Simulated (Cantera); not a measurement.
**c-C₄F₈ + HCl + H₂ (fluorocarbon and chlorocarbon gases)**

Feed: 1 mol c-C₄F₈, 0.42 mol HCl, 0.081 mol H₂, held at 0.615 Torr.

These are equilibrium values from Cantera (NASA tables, ideal gas, pure condensed phases), not measurements of a reactor. Candidate condensed phases: C, C₆H₆, C₇H₈, C₈H₁₈; 118 gas species. The feed counts by its element totals alone. Gases not in the tables: C₂F₆ and larger saturated fluorocarbons. The numbers say what is thermodynamically allowed, not how fast it happens.

```json
[
 {"T (K)": "1400", "x F": "5.99e-5", "x CF₄": "0.661", "x CF₂": "0.000245", "x HF": "0.202", "x Cl": "0.115", "x CF": "3.76e-9", "x Cl₂": "0.0134", "n C(graphite)": "2.14"},
 {"T (K)": "1550", "x F": "0.000829", "x CF₄": "0.649", "x CF₂": "0.00247", "x HF": "0.203", "x Cl": "0.140", "x CF": "2.11e-7", "x Cl₂": "0.00245", "n C(graphite)": "2.14"},
 {"T (K)": "1700", "x F": "0.00719", "x CF₄": "0.630", "x CF₂": "0.0164", "x HF": "0.201", "x Cl": "0.143", "x CF": "5.76e-6", "x Cl₂": "0.000457", "n C(graphite)": "2.13"},
 {"T (K)": "1850", "x F": "0.0428", "x CF₄": "0.552", "x CF₂": "0.0753", "x HF": "0.189", "x Cl": "0.136", "x CF": "8.90e-5", "x Cl₂": "9.63e-5", "n C(graphite)": "2.06"},
 {"T (K)": "2000", "x F": "0.176", "x CF₄": "0.328", "x CF₂": "0.223", "x HF": "0.154", "x Cl": "0.111", "x CF": "0.000819", "x Cl₂": "1.84e-5", "n C(graphite)": "1.88"},
 {"T (K)": "2150", "x F": "0.441", "x CF₄": "0.0624", "x CF₂": "0.308", "x HF": "0.104", "x Cl": "0.0751", "x CF": "0.00406", "x Cl₂": "2.92e-6", "n C(graphite)": "1.88"},
 {"T (K)": "2300", "x F": "0.658", "x CF₄": "0.00303", "x CF₂": "0.184", "x HF": "0.0826", "x Cl": "0.0596", "x CF": "0.0110", "x Cl₂": "7.25e-7", "n C(graphite)": "2.60"},
 {"T (K)": "2450", "x F": "0.770", "x CF₄": "9.78e-5", "x CF₂": "0.0791", "x HF": "0.0745", "x Cl": "0.0538", "x CF": "0.0215", "x Cl₂": "2.61e-7", "n C(graphite)": "3.21"}
]
```
x: gas mole fraction; n: condensed amount in mol.

From 1400 K to 2450 K the condensed part is C(graphite). The main C-bearing gas is CF₄ at 1400 K and CF₂ at 2450 K. The share of C in condensed phases is highest at 2450 K (80.1 %) and lowest at 2150 K (46.9 %).
